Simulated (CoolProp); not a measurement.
Properties of oxygen along the isobar 26.8 MPa.

Values from CoolProp's reference Helmholtz-energy equation of state, Schmidt 1985.

```tsv
T (K)	phase	Z	Joule-Thomson coefficient (K/MPa)	expansivity (1/kK)	viscosity (µPa s)	conductivity (mW/(m K))
79.6	liquid	1.050	-0.3706	3.233	330	181
87.4	liquid	0.9813	-0.3651	3.331	265	172
95.3	liquid	0.9244	-0.3559	3.456	218	163
103.2	liquid	0.8778	-0.3427	3.608	185	153
111	liquid	0.8400	-0.3252	3.784	159	144
118.9	liquid	0.8086	-0.3024	3.991	139	135
126.8	liquid	0.7832	-0.2738	4.230	122	126
134.6	liquid	0.7634	-0.2389	4.498	108	118
142.5	liquid	0.7480	-0.1959	4.806	95.9	110
150.4	liquid	0.7372	-0.1439	5.151	85.5	102
158.2	supercritical	0.7306	-0.08243	5.528	76.6	94.2
166.1	supercritical	0.7281	-0.009042	5.940	68.8	87.3
173.9	supercritical	0.7296	0.07491	6.364	62.2	80.9
181.8	supercritical	0.7351	0.1711	6.788	56.4	75.2
189.7	supercritical	0.7445	0.2763	7.171	51.5	70.1
197.5	supercritical	0.7571	0.3854	7.468	47.4	65.7
```

Viscosity comes from a separate model (Lemmon 2004). Thermal conductivity comes from a separate model (Lemmon 2004).
